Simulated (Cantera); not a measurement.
A closed system holds: 1 mol Si₃H₈, 0.084 mol HCl, 57 mol H₂, at 1298.15 K and 1.28 Torr.

Method: chemical equilibrium by Gibbs-energy minimisation in Cantera with the NASA 1993 tables (ideal gas, pure condensed phases). Candidate condensed phases: Si; 19 gas species. The feed counts by its element totals alone. The numbers say what is thermodynamically allowed, not how fast it happens.

**Question.** What is the equilibrium state?

**Answer.** 
```
Property       Result
----------  ---------
x(H₂)           0.999
x(HCl)        0.00137
x(H)          2.60e-5
x(SiCl₂)      4.97e-6
n(Si(s))     3.00 mol
gas amount  61.08 mol
```
